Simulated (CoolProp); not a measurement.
Vapour-liquid equilibrium of diethyl ether (1) + n-hexane (2) at 431.2 K; x and y are mole fractions of (1).

Values from CoolProp's multi-fluid Helmholtz-energy mixture model, Thol 2014 and Thol 2019; pair parameters Bell 2016.

```json
[
 {"x": "0.05", "bubble pressure, mixture model (bar)": "___", "bubble pressure, Raoult's law (bar)": "9.375", "y, mixture model": "___", "y, Raoult's law": "0.109"},
 {"x": "0.2", "bubble pressure, mixture model (bar)": "___", "bubble pressure, Raoult's law (bar)": "11.13", "y, mixture model": "___", "y, Raoult's law": "0.369"},
 {"x": "0.35", "bubble pressure, mixture model (bar)": "___", "bubble pressure, Raoult's law (bar)": "12.89", "y, mixture model": "0.494", "y, Raoult's law": "0.557"},
 {"x": "0.5", "bubble pressure, mixture model (bar)": "___", "bubble pressure, Raoult's law (bar)": "14.65", "y, mixture model": "0.632", "y, Raoult's law": "0.700"},
 {"x": "0.65", "bubble pressure, mixture model (bar)": "___", "bubble pressure, Raoult's law (bar)": "16.41", "y, mixture model": "0.753", "y, Raoult's law": "0.813"},
 {"x": "0.8", "bubble pressure, mixture model (bar)": "___", "bubble pressure, Raoult's law (bar)": "18.17", "y, mixture model": "0.864", "y, Raoult's law": "0.903"},
 {"x": "0.95", "bubble pressure, mixture model (bar)": "19.89", "bubble pressure, Raoult's law (bar)": "19.93", "y, mixture model": "0.967", "y, Raoult's law": "0.978"}
]
```

**Question.** Some entries are withheld; supply them.

**Answer.** 
- 0.05, bubble pressure, mixture model (bar): 9.438
- 0.05, y, mixture model: 0.098
- 0.2, bubble pressure, mixture model (bar): 11.27
- 0.2, y, mixture model: 0.325
- 0.35, bubble pressure, mixture model (bar): 12.98
- 0.5, bubble pressure, mixture model (bar): 14.66
- 0.65, bubble pressure, mixture model (bar): 16.34
- 0.8, bubble pressure, mixture model (bar): 18.07

The largest gap from Raoult's law is +1.3 % in bubble pressure, at x = 0.2. No azeotrope shows between x = 0.05 and 0.95.

Pair parameters are fitted to limited data, so mixtures are less certain than the pure fluids. The gap from Raoult's law changes sign with composition, which may be real or a fault of the pair parameters; it wasn't checked against measurements.
